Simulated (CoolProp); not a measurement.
R123 at 298.15 K and 0.00867 MPa flows at 14 m/s in a round tube of 50 mm bore and 45 µm roughness, fully developed (64/Re and Nu = 3.66 if laminar; Colebrook and Gnielinski if turbulent). Each further row changes one setting.

Model: reference Helmholtz-energy equation of state, Younglove 1994, in CoolProp. It is a modified Benedict-Webb-Rubin equation, recast in Helmholtz form.

```csv
case,Reynolds number,Darcy friction factor,pressure drop (Pa/m),heat-transfer coefficient (W/(m² K)),mass flow (kg/h)
as stated,34800,(withheld),26.4,17.2,53.1
velocity 28 m/s,69700,(withheld),(withheld),31.4,106
diameter 100 mm,69700,0.0212,11.2,14.6,213
```

Question: Complete the blanks.

Answer: 
- as stated, Darcy friction factor: 0.0251
- velocity 28 m/s, Darcy friction factor: 0.0227
- velocity 28 m/s, pressure drop (Pa/m): 95.6

Viscosity comes from a separate model (Tanaka 1996). Thermal conductivity comes from a separate model (Laesecke 1996).
